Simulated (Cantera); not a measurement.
A closed system holds: 1 mol Si₂Cl₆, 0.16 mol NH₃, 14 mol H₂, at 0.383 Torr.

Equilibrium computed with Cantera from the NASA thermochemical tables; the gas is ideal and each condensed phase is pure. Candidate condensed phases: NH₄Cl, Si, Si₃N₄; 28 gas species. The feed counts by its element totals alone. The tables' values for SiCl₃, SiCl are old estimates; treat these amounts as uncertain. Equilibrium is a limit: real reactors are often held back by kinetics, nucleation or transport. All values below are at 1525 K.

Base state: H₂ 0.747, HCl 0.149, SiCl₂ 0.0973, N₂ 0.00462, H 0.000905, SiCl₃ 0.000806, Cl 0.000145, SiCl 8.53e-5 (mole fractions); condensed: Si(s).

What changes in the equilibrium state with this change: NH₃ from 0.16 to 10 mol?


| species | before | after |
|---|---|---|
| H₂ | 0.747 | 0.738 |
| N₂ | 0.00462 | 0.135 |
| HCl | 0.149 | 0.0898 |
| SiCl₂ | 0.0973 | 0.0358 |
| SiCl₄ | 1.98e-5 | 2.68e-6 |
| SiHCl₃ | 1.12e-5 | 2.49e-6 |
| SiCl₃ | 0.000806 | 0.000180 |
| SiCl | 8.53e-5 | 5.17e-5 |
| Si(s), mol | 0.298 | 0.665 |
